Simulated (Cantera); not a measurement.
Feed: 1 mol CH₃OH, 0.41 mol H₂, at 0.710 bar.

Equilibrium computed with Cantera from the NASA thermochemical tables; the gas is ideal and each condensed phase is pure. Candidate condensed phases: C, C₆H₆, C₇H₈, C₈H₁₈, H₂O; 131 gas species. Ions and electrons are included (thermal ionisation). Rates play no part.

### Question
At 3500 K, list the 6 most abundant gas species with their mole fractions, and the condensed phases.

### Answer
H 0.416, H₂ 0.352, CO 0.232, C 3.60e-5, H₂O 2.94e-5, OH 1.60e-5. Condensed: gas only.
